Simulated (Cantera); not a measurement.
A Cantera script and what it prints.

```python
import numpy as np
import cantera as ct

gas_names = """
    C CH CH2 CH3 CH4 CN C2 C2H C2H2,acetylene C2H2,vinylidene C2H3,vinyl CH3CN C2H4 C2H5 C2H6 CCN CNC
    C2N2 C3 C3H3,propargyl C3H4,allene C3H4,propyne C3H4,cyclo- C3H5,allyl C3H6,propylene C3H6,cyclo-
    C3H7,n-propyl C3H7,i-propyl C3H8 C4 C4H2 C4H4,1,3-cyclo- C4H6,butadiene C4H6,2-butyne C4H6,cyclo-
    C4H8,1-butene C4H8,cis2-buten C4H8,tr2-butene C4H8,isobutene C4H8,cyclo- C4H9,n-butyl C4H9,i-butyl
    C4H9,s-butyl C4H9,t-butyl C4H10,isobutane C4H10,n-butane C4N2 C5 C5H6,1,3cyclo- C5H8,cyclo-
    C5H10,1-pentene C5H10,cyclo- C5H11,pentyl C5H11,t-pentyl C5H12,n-pentane C5H12,i-pentane
    CH3C(CH3)2CH3 C6H2 C6H5,phenyl C6H6 C6H10,cyclo- C6H12,1-hexene C6H12,cyclo- C6H13,n-hexyl
    C7H7,benzyl C7H8 C7H14,1-heptene C7H15,n-heptyl C7H16,n-heptane C8H8,styrene C8H10,ethylbenz
    C8H16,1-octene C8H17,n-octyl C8H18,isooctane C8H18,n-octane C9H19,n-nonyl C10H8,naphthale
    C10H21,n-decyl C12H9,o-bipheny C12H10,bipheny H HCN HCCN HNC H2 N NH NH2 NH3 N2 N2H2 N2H4
""".split()
cond_names = """
    C(gr) C6H6(L) C7H8(L) C8H18(L),n-octa
""".split()


def load(file, names, dense=False):
    # The tables refer to 1 bar. Condensed volumes are neglected.
    table = {s.name: s for s in ct.Species.list_from_file(file)}
    out = []
    for n in names:
        d = dict(table[n].input_data)
        d["thermo"] = dict(d["thermo"], **{"reference-pressure": 1e5})
        if dense:
            d["equation-of-state"] = {"model": "constant-volume", "density": "1e6 g/cm^3"}
        out.append(ct.Species.from_dict(d))
    return out


gas = ct.Solution(thermo="ideal-gas", species=load("nasa_gas.yaml", gas_names))
cond = {s.name: ct.Solution(thermo="fixed-stoichiometry", species=[s], name=s.name)
        for s in load("nasa_condensed.yaml", cond_names, dense=True)}
atoms = {
    'n-butane': {'C': 4, 'H': 10},
    'NH3': {'N': 1, 'H': 3},
    'N2': {'N': 2},
}
top_T = {'C(gr)': 4500}  # K; cautious upper limits of use, not melting points


def equilibrate(T, P, feed):
    n = {}
    for name, mol in feed.items():
        for a, k in atoms[name].items():
            n[a] = n.get(a, 0.0) + k * mol
    gas.TPX = T, P, n
    mass = sum(n.values()) * gas.mean_molecular_weight
    gas.equilibrate("TP")
    valid = [c for c in cond.values() if c.min_temp <= T <= top_T.get(c.name, c.max_temp)]
    mix = ct.Mixture([(gas, mass / gas.mean_molecular_weight)] + [(c, 0.0) for c in valid])
    mix.T, mix.P = T, P
    mix.equilibrate("TP", solver="vcs", rtol=1e-11, max_steps=5000)
    return mix


results = []
feed = {'n-butane': 1, 'NH3': 0.73, 'N2': 18}  # mol
P = 1333.22  # Pa
for T in [1000, 1150, 1300, 1450, 1600, 1750, 1900, 2050, 2200, 2350]:
    mix = equilibrate(T, P, feed)
    results.append((T, P, feed, dict(zip(mix.species_names, mix.species_moles))))
    x = sorted(zip(gas.X, gas.species_names), reverse=True)
    print(f"T = {T:g} K  P = {P:g} Pa  gas = {mix.phase_moles(0):.4g} mol")
    print("   x: " + "  ".join(f"{s} {v:.3e}" for v, s in x if v > 1e-06))
    print("   condensed (mol): " + ("  ".join(f"{mix.phase(i).name} {mix.phase_moles(i):.4g}"
          for i in range(1, mix.n_phases) if mix.phase_moles(i) > 1e-12) or "none"))
```

It prints:

```
T = 1000 K  P = 1333.22 Pa  gas = 24.46 mol
   x: N2 7.509e-01  H2 2.490e-01  CH4 7.896e-05  HCN 2.244e-06
   condensed (mol): C(gr) 3.998
T = 1150 K  P = 1333.22 Pa  gas = 24.46 mol
   x: N2 7.508e-01  H2 2.491e-01  CH4 1.937e-05  HCN 1.808e-05
   condensed (mol): C(gr) 3.999
T = 1300 K  P = 1333.22 Pa  gas = 24.46 mol
   x: N2 7.508e-01  H2 2.491e-01  HCN 8.954e-05  CH4 6.507e-06  H 4.782e-06
   condensed (mol): C(gr) 3.998
T = 1450 K  P = 1333.22 Pa  gas = 24.46 mol
   x: N2 7.506e-01  H2 2.490e-01  HCN 3.173e-04  H 4.087e-05  HNC 4.528e-06  CH4 2.729e-06  C2H2,acetylene 1.214e-06
   condensed (mol): C(gr) 3.992
T = 1600 K  P = 1333.22 Pa  gas = 24.46 mol
   x: N2 7.503e-01  H2 2.486e-01  HCN 8.839e-04  H 2.348e-04  HNC 2.022e-05  C2H2,acetylene 6.837e-06  CH4 1.345e-06
   condensed (mol): C(gr) 3.978
T = 1750 K  P = 1333.22 Pa  gas = 24.47 mol
   x: N2 7.494e-01  H2 2.475e-01  HCN 2.058e-03  H 1.002e-03  HNC 6.956e-05  C2H2,acetylene 2.843e-05
   condensed (mol): C(gr) 3.947
T = 1900 K  P = 1333.22 Pa  gas = 24.5 mol
   x: N2 7.474e-01  H2 2.448e-01  HCN 4.166e-03  H 3.400e-03  HNC 1.956e-04  C2H2,acetylene 9.346e-05  CN 1.069e-06
   condensed (mol): C(gr) 3.888
T = 2050 K  P = 1333.22 Pa  gas = 24.58 mol
   x: N2 7.432e-01  H2 2.389e-01  H 9.604e-03  HCN 7.528e-03  HNC 4.674e-04  C2H2,acetylene 2.537e-04  CN 7.968e-06  C2N2 2.139e-06
   condensed (mol): C(gr) 3.791
T = 2200 K  P = 1333.22 Pa  gas = 24.75 mol
   x: N2 7.354e-01  H2 2.274e-01  H 2.326e-02  HCN 1.232e-02  HNC 9.735e-04  C2H2,acetylene 5.828e-04  CN 4.488e-05  C2N2 7.378e-06  C2H 2.065e-06
   condensed (mol): C(gr) 3.64
T = 2350 K  P = 1333.22 Pa  gas = 25.08 mol
   x: N2 7.221e-01  H2 2.072e-01  H 4.917e-02  HCN 1.837e-02  HNC 1.790e-03  C2H2,acetylene 1.143e-03  CN 2.013e-04  C2N2 2.152e-05  C2H 1.387e-05  C3 3.097e-06  C4H2 2.589e-06  C 1.390e-06
   condensed (mol): C(gr) 3.43
```

Cantera equilibrium calculation (NASA polynomials, part measured and part estimated; ideal gas, pure solids and liquids).
